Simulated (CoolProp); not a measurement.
20 sccm (0 °C, 1 atm) of nitrogen bubbles through liquid octamethyltrisiloxane (MDM) at 320.7 K and leaves saturated at a total pressure of 0.0154 MPa (ideal gas phase). Each further row changes one setting.

Values from CoolProp's reference Helmholtz-energy equation of state, Thol 2017.

```
case                       vapour pressure (kPa)  mole fraction of vapour  delivery (mg/min)  delivery (sccm)  change of delivery for a bath 1 K warmer (%)
-------------------------  ---------------------  -----------------------  -----------------  ---------------  --------------------------------------------
as stated                                   1.92                      ___               30.0              ___                                           6.4
bath temperature 325.7 K                    2.50                    0.162               40.9             3.88                                           6.4
total pressure 0.0308 MPa                   1.92                      ___                ___             1.33                                           ___
```

**Question.** Complete the blanks.

**Answer.** 
- as stated, mole fraction of vapour: 0.124
- as stated, delivery (sccm): 2.84
- total pressure 0.0308 MPa, mole fraction of vapour: 0.0622
- total pressure 0.0308 MPa, delivery (mg/min): 14.0
- total pressure 0.0308 MPa, change of delivery for a bath 1 K warmer (%): 5.9
